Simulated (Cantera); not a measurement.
An adiabatic, constant-pressure homogeneous reactor starts with CO : H₂ : O₂ : N₂ = 1 : 0.051 : 0.478 : 1.8 (molar parts), at 1300 K and 0.470 bar. Integrator tolerance rtol = 1e-08.

Cantera simulation using GRI-Mech 3.0 (53 species, 325 reactions); the numbers are that mechanism's predictions, not measurements.

**Question.** What does this change do: initial temperature 1300 to 1475 K?

**Answer.** 
| quantity | before | after |
|---|---|---|
| time of steepest temperature rise | 0.170 ms | 0.130 ms |
| temperature at 1.00 s | 2666 K | 2713 K |
| equilibrium temperature | 2666 K | 2713 K |
| x(CO) at 1.00 s | 0.128 (gas-phase equilibrium 0.128) | 0.140 (gas-phase equilibrium 0.140) |
| x(H₂) at 1.00 s | 0.00109 (gas-phase equilibrium 0.00109) | 0.00116 (gas-phase equilibrium 0.00116) |
| x(O₂) at 1.00 s | 0.0380 (gas-phase equilibrium 0.0380) | 0.0420 (gas-phase equilibrium 0.0420) |
| x(O) at 1.00 s | 0.00894 (gas-phase equilibrium 0.00894) | 0.0115 (gas-phase equilibrium 0.0115) |
| x(NO) at 1.00 s | 0.0112 (gas-phase equilibrium 0.0112) | 0.0125 (gas-phase equilibrium 0.0125) |
| x(H₂O₂) at 1.00 s | 1.50e-8 (gas-phase equilibrium 1.50e-8) | 1.60e-8 (gas-phase equilibrium 1.60e-8) |

**Question.** What does this change do: CO 1 to 2.8 parts?

**Answer.** 
```
quantity                                                            before                                    after
---------------------------------  ---------------------------------------  ---------------------------------------
time of steepest temperature rise                                 0.170 ms                                 0.251 ms
temperature at 1.00 s                                               2666 K                                   2616 K
equilibrium temperature                                             2666 K                                   2616 K
x(CO) at 1.00 s                        0.128 (gas-phase equilibrium 0.128)      0.410 (gas-phase equilibrium 0.410)
x(H₂) at 1.00 s                    0.00109 (gas-phase equilibrium 0.00109)  0.00214 (gas-phase equilibrium 0.00214)
x(O₂) at 1.00 s                      0.0380 (gas-phase equilibrium 0.0380)  0.00200 (gas-phase equilibrium 0.00200)
x(O) at 1.00 s                     0.00894 (gas-phase equilibrium 0.00894)  0.00165 (gas-phase equilibrium 0.00165)
x(NO) at 1.00 s                      0.0112 (gas-phase equilibrium 0.0112)  0.00191 (gas-phase equilibrium 0.00191)
x(H₂O₂) at 1.00 s                  1.50e-8 (gas-phase equilibrium 1.50e-8)  1.75e-9 (gas-phase equilibrium 1.75e-9)
```
